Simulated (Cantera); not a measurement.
Feed: 1 mol Ti(OiPr)4, 2.8 mol H2, held at 1.33 mbar.

Cantera equilibrium calculation (NASA polynomials, part measured and part estimated; ideal gas, pure solids and liquids). Candidate condensed phases: C, C6H6, C7H8, C8H18, H2O, Ti, TiC, TiO, TiO2, Ti2O3, Ti3O5, Ti4O7; 113 gas species. The feed counts by its element totals alone. TiC: taken at fixed stoichiometry. The numbers say what is thermodynamically allowed, not how fast it happens.

x: gas mole fraction; n: condensed amount in mol.

```json
[
 {"T (K)": "1473", "x H2": "0.807", "x CO": "0.192", "x H": "0.000311", "x C2H2 (acetylene)": "…", "x Ti": "<1e-12", "n C(graphite)": "7.00", "n TiC(s)": "1.00"},
 {"T (K)": "1523", "x H2": "0.807", "x CO": "0.192", "x H": "0.000569", "x C2H2 (acetylene)": "…", "x Ti": "2.97e-12", "n C(graphite)": "7.00", "n TiC(s)": "1.00"},
 {"T (K)": "1573", "x H2": "0.807", "x CO": "0.192", "x H": "0.00100", "x C2H2 (acetylene)": "…", "x Ti": "1.51e-11", "n C(graphite)": "7.00", "n TiC(s)": "1.00"},
 {"T (K)": "1623", "x H2": "0.806", "x CO": "0.192", "x H": "0.00170", "x C2H2 (acetylene)": "…", "x Ti": "6.93e-11", "n C(graphite)": "7.00", "n TiC(s)": "1.00"},
 {"T (K)": "1673", "x H2": "0.805", "x CO": "0.192", "x H": "0.00280", "x C2H2 (acetylene)": "…", "x Ti": "2.91e-10", "n C(graphite)": "7.00", "n TiC(s)": "1.00"},
 {"T (K)": "1723", "x H2": "0.804", "x CO": "0.192", "x H": "0.00448", "x C2H2 (acetylene)": "…", "x Ti": "1.12e-9", "n C(graphite)": "7.00", "n TiC(s)": "1.00"},
 {"T (K)": "1773", "x H2": "0.801", "x CO": "0.192", "x H": "0.00697", "x C2H2 (acetylene)": "…", "x Ti": "3.99e-9", "n C(graphite)": "7.00", "n TiC(s)": "1.00"},
 {"T (K)": "1823", "x H2": "0.798", "x CO": "0.191", "x H": "0.0106", "x C2H2 (acetylene)": "…", "x Ti": "1.33e-8", "n C(graphite)": "6.99", "n TiC(s)": "1.00"},
 {"T (K)": "1873", "x H2": "0.793", "x CO": "0.191", "x H": "0.0157", "x C2H2 (acetylene)": "…", "x Ti": "4.13e-8", "n C(graphite)": "6.99", "n TiC(s)": "1.000"},
 {"T (K)": "1923", "x H2": "0.787", "x CO": "0.190", "x H": "0.0229", "x C2H2 (acetylene)": "…", "x Ti": "1.21e-7", "n C(graphite)": "6.99", "n TiC(s)": "1.000"},
 {"T (K)": "1973", "x H2": "0.778", "x CO": "0.189", "x H": "0.0326", "x C2H2 (acetylene)": "…", "x Ti": "3.37e-7", "n C(graphite)": "6.98", "n TiC(s)": "1.000"},
 {"T (K)": "2023", "x H2": "0.766", "x CO": "0.188", "x H": "0.0455", "x C2H2 (acetylene)": "…", "x Ti": "8.88e-7", "n C(graphite)": "6.97", "n TiC(s)": "1.000"},
 {"T (K)": "2073", "x H2": "0.750", "x CO": "0.186", "x H": "0.0624", "x C2H2 (acetylene)": "…", "x Ti": "2.23e-6", "n C(graphite)": "6.96", "n TiC(s)": "1.000"},
 {"T (K)": "2123", "x H2": "0.731", "x CO": "0.184", "x H": "0.0840", "x C2H2 (acetylene)": "…", "x Ti": "5.38e-6", "n C(graphite)": "6.95", "n TiC(s)": "1.000"}
]
```

Fill in the missing entries.


- 1473, x C2H2 (acetylene): 5.25e-6
- 1523, x C2H2 (acetylene): 9.54e-6
- 1573, x C2H2 (acetylene): 1.67e-5
- 1623, x C2H2 (acetylene): 2.81e-5
- 1673, x C2H2 (acetylene): 4.59e-5
- 1723, x C2H2 (acetylene): 7.27e-5
- 1773, x C2H2 (acetylene): 0.000112
- 1823, x C2H2 (acetylene): 0.000169
- 1873, x C2H2 (acetylene): 0.000248
- 1923, x C2H2 (acetylene): 0.000355
- 1973, x C2H2 (acetylene): 0.000498
- 2023, x C2H2 (acetylene): 0.000684
- 2073, x C2H2 (acetylene): 0.000920
- 2123, x C2H2 (acetylene): 0.00121
